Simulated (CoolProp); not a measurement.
Saturation properties of CHF3 (R23) (Tc = 26.1 °C, pc = 4832 kPa, ω = 0.263).

Model: reference Helmholtz-energy equation of state, Penoncello 2003, in CoolProp.

```
T (°C)  p (kPa)  vapour density (kg/m³)  enthalpy of vaporisation (kJ/kg)  liquid viscosity (µPa s)
------  -------  ----------------------  --------------------------------  ------------------------
-62.05    284.0                   12.35                             221.9                       225
-56.15    369.8                   15.90                             216.2                       207
-50.35    472.1                   20.15                             210.4                       191
-44.55    594.7                   25.26                             204.1                       177
-38.65    742.6                   31.50                             197.4                       163
-32.85    913.4                   38.84                             190.4                       151
-27.05     1112                   47.60                             182.9                       139
-21.15     1346                   58.24                             174.6                       128
-15.35     1609                   70.80                             165.8                       118
-9.45      1916                   86.24                             155.9                       108
-3.65      2257                   104.8                             145.1                      98.4
2.15       2643                   127.8                             132.9                      89.1
8.05       3086                   157.9                             118.5                      79.5
13.85      3575                   197.8                             101.4                      69.7
19.65      4126                   258.0                             78.51                      58.7
```

It boils at -82.0 °C under 1 atm.

Viscosity comes from a separate model (Shan 2000).
